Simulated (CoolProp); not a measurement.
Vapour-liquid equilibrium of n-heptane (1) + o-xylene (2) at 0.199 bar; x and y are mole fractions of (1).

Values from CoolProp's multi-fluid Helmholtz-energy mixture model, Span 2003 and Zhou 2012; pair parameters Bell 2016.

```json
[
 {"x": "0.05", "bubble temperature (K)": "359.0", "y at the bubble point": "0.237", "dew temperature at overall composition x (K)": "363.9", "liquid density (mol/L)": "7.672"},
 {"x": "0.125", "bubble temperature (K)": "352.2", "y at the bubble point": "0.455", "dew temperature at overall composition x (K)": "362.0", "liquid density (mol/L)": "7.603"},
 {"x": "0.2", "bubble temperature (K)": "347.2", "y at the bubble point": "0.588", "dew temperature at overall composition x (K)": "360.1", "liquid density (mol/L)": "7.522"},
 {"x": "0.275", "bubble temperature (K)": "343.3", "y at the bubble point": "0.677", "dew temperature at overall composition x (K)": "358.0", "liquid density (mol/L)": "7.435"},
 {"x": "0.35", "bubble temperature (K)": "340.2", "y at the bubble point": "0.741", "dew temperature at overall composition x (K)": "355.7", "liquid density (mol/L)": "7.344"},
 {"x": "0.425", "bubble temperature (K)": "337.5", "y at the bubble point": "0.791", "dew temperature at overall composition x (K)": "353.3", "liquid density (mol/L)": "7.251"},
 {"x": "0.5", "bubble temperature (K)": "335.3", "y at the bubble point": "0.830", "dew temperature at overall composition x (K)": "350.6", "liquid density (mol/L)": "7.157"},
 {"x": "0.575", "bubble temperature (K)": "333.3", "y at the bubble point": "0.864", "dew temperature at overall composition x (K)": "347.7", "liquid density (mol/L)": "7.064"},
 {"x": "0.65", "bubble temperature (K)": "331.5", "y at the bubble point": "0.893", "dew temperature at overall composition x (K)": "344.5", "liquid density (mol/L)": "6.971"},
 {"x": "0.725", "bubble temperature (K)": "329.8", "y at the bubble point": "0.919", "dew temperature at overall composition x (K)": "341.0", "liquid density (mol/L)": "6.880"},
 {"x": "0.8", "bubble temperature (K)": "328.3", "y at the bubble point": "0.943", "dew temperature at overall composition x (K)": "337.0", "liquid density (mol/L)": "6.789"},
 {"x": "0.875", "bubble temperature (K)": "326.8", "y at the bubble point": "0.965", "dew temperature at overall composition x (K)": "332.6", "liquid density (mol/L)": "6.701"},
 {"x": "0.95", "bubble temperature (K)": "325.4", "y at the bubble point": "0.986", "dew temperature at overall composition x (K)": "327.8", "liquid density (mol/L)": "6.613"}
]
```

No azeotrope shows between x = 0.05 and 0.95.

Pair parameters are fitted to limited data, so mixtures are less certain than the pure fluids.
